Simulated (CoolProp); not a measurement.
Saturation properties of sulfur hexafluoride (Tc = 318.7 K, pc = 3755 kPa, ω = 0.210).

Values from CoolProp's reference Helmholtz-energy equation of state, Guder 2009.

```csv
T (K),p (kPa),liquid density (kg/m³),vapour density (kg/m³),enthalpy of vaporisation (kJ/kg),surface tension (mN/m)
243.5,498.4,1742,40.89,101.6,8.56
250.3,628.2,1704,51.37,98.06,7.58
257.1,781.5,1663,63.98,94.28,6.63
263.9,960.9,1621,79.13,90.20,5.72
270.7,1169,1575,97.36,85.74,4.83
277.5,1409,1526,119.4,80.82,3.97
284.3,1683,1472,146.3,75.33,3.15
291.1,1996,1412,179.8,69.09,2.38
297.8,2344,1344,221.9,61.92,1.67
304.6,2744,1260,279.3,53.03,1.00
311.4,3196,1147,365.9,41.03,0.426
```

Surface tension comes from a separate correlation (Mulero 2012).
